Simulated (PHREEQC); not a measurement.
## Acid mine or pickling water (model solution)

Synthetic water in mg/L, 25 °C, pH 1.91, pe 9.7: Na 69.7; K 149; Ca 46.8; Mg 38.1; Cl 125; S(6) as SO4 1590; Cu(2) 3.1.

Valence states are taken as typed.

Computed with PHREEQC (ion-association model, wateq4f.dat).

No solid was allowed to form.

Task: Estimate the ionic strength, charge-balance error.

Result: ionic strength 0.0372 mol/kgw; charge-balance error -6.8 %.

Task: In which forms is S present?

Result: SO4-2 54 %, HSO4- 39 %, MgSO4 3.3 %, CaSO4 2.1 %, KSO4- 0.7 % of the S.
